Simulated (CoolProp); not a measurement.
Saturation properties of octamethylcyclotetrasiloxane (D4).

The numbers come from the reference Helmholtz-energy equation of state, Thol 2015 in CoolProp.

```tsv
T (K)	p (kPa)	liquid density (kg/m³)	vapour density (kg/m³)	enthalpy of vaporisation (kJ/kg)	surface tension (mN/m)
377.9	10.60	857.4	1.015	157.0	12.2
383.9	13.39	850.1	1.266	154.9	11.8
389.8	16.70	842.8	1.560	152.8	11.4
395.8	20.72	835.3	…	150.7	10.9
401.7	25.40	827.9	2.320	…	…
407.7	31.00	820.3	…	146.4	10.1
413.7	37.55	812.6	3.363	144.2	9.71
419.6	45.03	…	3.998	142.1	…
425.6	53.80	797.1	4.738	139.8	8.91
431.5	63.68	789.2	5.570	137.6	8.52
```

Complete the blanks.


- 395.8, vapour density (kg/m³): 1.913
- 401.7, enthalpy of vaporisation (kJ/kg): 148.6
- 401.7, surface tension (mN/m): 10.5
- 407.7, vapour density (kg/m³): 2.802
- 419.6, liquid density (kg/m³): 805.0
- 419.6, surface tension (mN/m): 9.32

It boils at 448.9 K under 1 atm.

Surface tension comes from a separate correlation (Mulero 2014), older than this fluid's equation and unchecked against measurements.
